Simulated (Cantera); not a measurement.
A perfectly stirred reactor is fed with H₂ : O₂ = 0.013 : 1 (molar parts), equivalence ratio 0.0065, at 20.0 Torr; it is held at 1000 K, and followed from long to short residence time.

Model: the H2/O2 subset of GRI-Mech 3.0, which has no nitrogen chemistry, integrated in Cantera. Radical loss at walls, strong at low pressure, is not modelled.

One state of this run: x H₂ = 0.00710; x O₂ = 0.983; x H = 0.000896; x H₂O = 0.00480; x O = 0.00282; x H₂O₂ = 2.84e-7; x HO₂ = 7.62e-6. x: mole fraction; the columns are a selection and need not sum to one.

Task: Which value of τ (s) does it belong to?
(A) 0.0014
(B) 0.0088
(C) 0.056
(D) 0.0035

Result: A, 0.0014
